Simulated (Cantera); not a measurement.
Cantera run:

```python
import numpy as np
import cantera as ct

gas_names = [...]  # 139 gases of nasa_gas.yaml made of C, Cu, H, N, O
cond_names = """
    C(gr) C6H6(L) C7H8(L) C8H18(L),n-octa Cu(cr) Cu(L) CuO(s) CuO2H2(s) Cu2O(s) Cu2O(L) H2O(s) H2O(L)
""".split()


# ... load() reads the species with a 1 bar reference pressure and builds the phases ...
atoms = {
    'CuO': {'Cu': 1, 'O': 1},
    'CH4': {'C': 1, 'H': 4},
    'N2': {'N': 2},
}
top_T = {'C(gr)': 4500, 'CuO(s)': 1390}  # K; cautious upper limits of use, not melting points


# ... equilibrate(T, P, feed) seeds the gas with the atoms and calls Mixture.equilibrate('TP', solver="vcs", rtol=1e-11, max_steps=5000) ...
results = []
feed = {'CuO': 1, 'CH4': 0.67, 'N2': 2.4}  # mol
T = 2000  # K
for P in [10, 36, 130, 460, 1700, 6000, 22000, 77000, 280000, 1000000]:
    mix = equilibrate(T, P, feed)
    results.append((T, P, feed, dict(zip(mix.species_names, mix.species_moles))))
    x = sorted(zip(gas.X, gas.species_names), reverse=True)
    print(f"T = {T:g} K  P = {P:g} Pa  gas = {mix.phase_moles(0):.4g} mol")
    print("   x: " + "  ".join(f"{s} {v:.3e}" for v, s in x if v > 1e-06))
    print("   condensed (mol): " + ("  ".join(f"{mix.phase(i).name} {mix.phase_moles(i):.4g}"
          for i in range(1, mix.n_phases) if mix.phase_moles(i) > 1e-12) or "none"))
```

Output:

```
T = 2000 K  P = 10 Pa  gas = 5.6 mol
   x: N2 4.285e-01  Cu 1.786e-01  H2 1.575e-01  CO 1.121e-01  H 6.453e-02  H2O 4.854e-02  CO2 7.538e-03  OH 1.986e-03  O 5.950e-04  NO 1.096e-04  O2 7.907e-05  Cu2 3.060e-06  CuO 1.697e-06
   condensed (mol): none
T = 2000 K  P = 36 Pa  gas = 5.512 mol
   x: N2 4.354e-01  Cu 1.814e-01  H2 1.735e-01  CO 1.142e-01  H2O 5.120e-02  H 3.570e-02  CO2 7.352e-03  OH 1.052e-03  O 1.583e-04  NO 5.575e-05  O2 2.014e-05  Cu2 1.137e-05  CuO 1.651e-06
   condensed (mol): none
T = 2000 K  P = 130 Pa  gas = 5.464 mol
   x: N2 4.392e-01  Cu 1.829e-01  H2 1.828e-01  CO 1.154e-01  H2O 5.252e-02  H 1.928e-02  CO2 7.233e-03  OH 5.533e-04  O 4.267e-05  Cu2 4.175e-05  NO 2.869e-05  O2 5.286e-06  CuO 1.621e-06
   condensed (mol): none
T = 2000 K  P = 460 Pa  gas = 5.438 mol
   x: N2 4.413e-01  H2 1.879e-01  Cu 1.836e-01  CO 1.160e-01  H2O 5.319e-02  H 1.039e-02  CO2 7.167e-03  OH 2.938e-04  Cu2 1.488e-04  NO 1.506e-05  O 1.188e-05  CuO 1.603e-06  O2 1.450e-06
   condensed (mol): none
T = 2000 K  P = 1700 Pa  gas = 5.422 mol
   x: N2 4.426e-01  H2 1.908e-01  Cu 1.833e-01  CO 1.164e-01  H2O 5.356e-02  CO2 7.132e-03  H 5.448e-03  Cu2 5.483e-04  OH 1.528e-04  NO 7.782e-06  O 3.188e-06  CuO 1.588e-06
   condensed (mol): none
T = 2000 K  P = 6000 Pa  gas = 4.761 mol
   x: N2 5.041e-01  H2 2.187e-01  CO 1.326e-01  Cu 7.176e-02  H2O 6.114e-02  CO2 8.088e-03  H 3.105e-03  Cu2 2.966e-04  OH 8.667e-05  NO 4.401e-06
   condensed (mol): Cu(L) 0.6555
T = 2000 K  P = 22000 Pa  gas = 4.502 mol
   x: N2 5.331e-01  H2 2.321e-01  CO 1.403e-01  H2O 6.471e-02  Cu 1.957e-02  CO2 8.534e-03  H 1.670e-03  Cu2 8.088e-05  OH 4.651e-05  NO 2.358e-06
   condensed (mol): Cu(L) 0.9112
T = 2000 K  P = 77000 Pa  gas = 4.437 mol
   x: N2 5.409e-01  H2 2.358e-01  CO 1.424e-01  H2O 6.570e-02  CO2 8.651e-03  Cu 5.592e-03  H 9.000e-04  OH 2.504e-05  Cu2 2.311e-05  NH3 1.303e-06  NO 1.268e-06
   condensed (mol): Cu(L) 0.975
T = 2000 K  P = 280000 Pa  gas = 4.418 mol
   x: N2 5.432e-01  H2 2.371e-01  CO 1.430e-01  H2O 6.600e-02  CO2 8.684e-03  Cu 1.538e-03  H 4.732e-04  OH 1.316e-05  Cu2 6.355e-06  NH3 4.786e-06
   condensed (mol): Cu(L) 0.9932
T = 2000 K  P = 1e+06 Pa  gas = 4.412 mol
   x: N2 5.439e-01  H2 2.374e-01  CO 1.431e-01  H2O 6.609e-02  CO2 8.693e-03  Cu 4.306e-04  H 2.506e-04  NH3 1.714e-05  OH 6.966e-06  HCN 3.194e-06  Cu2 1.779e-06
   condensed (mol): Cu(L) 0.9981
```

Method: chemical equilibrium by Gibbs-energy minimisation in Cantera with the NASA 1993 tables (ideal gas, pure condensed phases).
